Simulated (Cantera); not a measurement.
A Cantera script and what it prints.

```python
import numpy as np
import cantera as ct

gas_names = """
    H H2 Ti
""".split()
cond_names = """
    Ti(a) Ti(b) Ti(L)
""".split()


# ... load() reads the species with a 1 bar reference pressure and builds the phases ...
atoms = {
    'Ti': {'Ti': 1},
    'H2': {'H': 2},
}
top_T = {}  # K; cautious upper limits of use, not melting points


# ... equilibrate(T, P, feed) seeds the gas with the atoms and calls Mixture.equilibrate('TP', solver="vcs", rtol=1e-11, max_steps=5000) ...
results = []
feed = {'Ti': 1, 'H2': 2.2}  # mol
P = 6500  # Pa
for T in [1100, 1200, 1300, 1400, 1500, 1600, 1700, 1800, 1900, 2000, 2100]:
    mix = equilibrate(T, P, feed)
    results.append((T, P, feed, dict(zip(mix.species_names, mix.species_moles))))

top = {s: max(r[3][s] / sum(r[3][g] for g in gas_names) for r in results) for s in gas_names}
cols = sorted((s for s in top if top[s] > 0.0001), key=lambda s: -top[s])[:8]
seen = [c for c in cond_names if any(r[3].get(c, 0) > 1e-12 for r in results)]
print("log10 of partial pressures in bar; condensed amounts in mol")
print(f"{'T/K':>10s}" + "".join(f"{s[:9]:>10s}" for s in cols + seen))
for T, P, feed, n in results:
    ng = sum(n[g] for g in gas_names)
    print(f"{T:10.4g}" + "".join(f"{np.log10(max(n[s] / ng * P / 1e5, 1e-99)):10.3f}" for s in cols)
          + "".join(f"{n.get(c, 0):10.4g}" for c in seen))
```

It prints:

```
log10 of partial pressures in bar; condensed amounts in mol
       T/K        H2         H        Ti     Ti(a)     Ti(b)     Ti(L)
      1100    -1.187    -8.181   -14.822         1         0         0
      1200    -1.187    -7.298   -12.982         0         1         0
      1300    -1.187    -6.550   -11.435         0         1         0
      1400    -1.187    -5.907   -10.112         0         1         0
      1500    -1.187    -5.348    -8.968         0         1         0
      1600    -1.187    -4.858    -7.969         0         1         0
      1700    -1.187    -4.425    -7.090         0         1         0
      1800    -1.188    -4.040    -6.310         0         1         0
      1900    -1.188    -3.695    -5.615         0    0.9999         0
      2000    -1.190    -3.384    -5.003         0         0    0.9997
      2100    -1.193    -3.103    -4.460         0         0    0.9988
```

Cantera equilibrium calculation (NASA polynomials, part measured and part estimated; ideal gas, pure solids and liquids).
